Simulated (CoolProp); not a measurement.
Vapour-liquid equilibrium of o-xylene (1) + n-nonane (2) at 26.15 °C; x and y are mole fractions of (1).

The numbers come from the multi-fluid Helmholtz-energy mixture model, Zhou 2012 and Lemmon 2006; pair parameters Bell 2016 in CoolProp.

```json
[
 {"x": "0.05", "bubble pressure, mixture model (bar)": "0.006553", "bubble pressure, Raoult's law (bar)": "0.006408", "y, mixture model": "0.095", "y, Raoult's law": "0.075"},
 {"x": "0.125", "bubble pressure, mixture model (bar)": "0.006994", "bubble pressure, Raoult's law (bar)": "0.006658", "y, mixture model": "?", "y, Raoult's law": "0.180"},
 {"x": "0.2", "bubble pressure, mixture model (bar)": "0.007399", "bubble pressure, Raoult's law (bar)": "0.006909", "y, mixture model": "?", "y, Raoult's law": "0.277"},
 {"x": "0.275", "bubble pressure, mixture model (bar)": "0.007765", "bubble pressure, Raoult's law (bar)": "0.007160", "y, mixture model": "?", "y, Raoult's law": "0.368"},
 {"x": "0.35", "bubble pressure, mixture model (bar)": "?", "bubble pressure, Raoult's law (bar)": "0.007411", "y, mixture model": "0.484", "y, Raoult's law": "0.453"},
 {"x": "0.425", "bubble pressure, mixture model (bar)": "0.008385", "bubble pressure, Raoult's law (bar)": "0.007661", "y, mixture model": "0.551", "y, Raoult's law": "0.532"},
 {"x": "0.5", "bubble pressure, mixture model (bar)": "0.008643", "bubble pressure, Raoult's law (bar)": "0.007912", "y, mixture model": "?", "y, Raoult's law": "0.606"},
 {"x": "0.575", "bubble pressure, mixture model (bar)": "0.008868", "bubble pressure, Raoult's law (bar)": "0.008163", "y, mixture model": "0.669", "y, Raoult's law": "0.675"},
 {"x": "0.65", "bubble pressure, mixture model (bar)": "0.009065", "bubble pressure, Raoult's law (bar)": "0.008414", "y, mixture model": "0.724", "y, Raoult's law": "0.740"},
 {"x": "0.725", "bubble pressure, mixture model (bar)": "?", "bubble pressure, Raoult's law (bar)": "0.008665", "y, mixture model": "?", "y, Raoult's law": "0.802"},
 {"x": "0.8", "bubble pressure, mixture model (bar)": "0.009372", "bubble pressure, Raoult's law (bar)": "0.008915", "y, mixture model": "0.833", "y, Raoult's law": "0.860"},
 {"x": "0.875", "bubble pressure, mixture model (bar)": "0.009481", "bubble pressure, Raoult's law (bar)": "0.009166", "y, mixture model": "?", "y, Raoult's law": "0.915"},
 {"x": "0.95", "bubble pressure, mixture model (bar)": "0.009556", "bubble pressure, Raoult's law (bar)": "0.009417", "y, mixture model": "0.954", "y, Raoult's law": "0.967"}
]
```

Task: Fill in the missing entries.

Result: 
- 0.125, y, mixture model: 0.217
- 0.2, y, mixture model: 0.320
- 0.275, y, mixture model: 0.407
- 0.35, bubble pressure, mixture model (bar): 0.008094
- 0.5, y, mixture model: 0.612
- 0.725, bubble pressure, mixture model (bar): 0.009232
- 0.725, y, mixture model: 0.778
- 0.875, y, mixture model: 0.891

The largest gap from Raoult's law is +9.5 % in bubble pressure, at x = 0.425. No azeotrope shows between x = 0.05 and 0.95.

Pair parameters are fitted to limited data, so mixtures are less certain than the pure fluids.
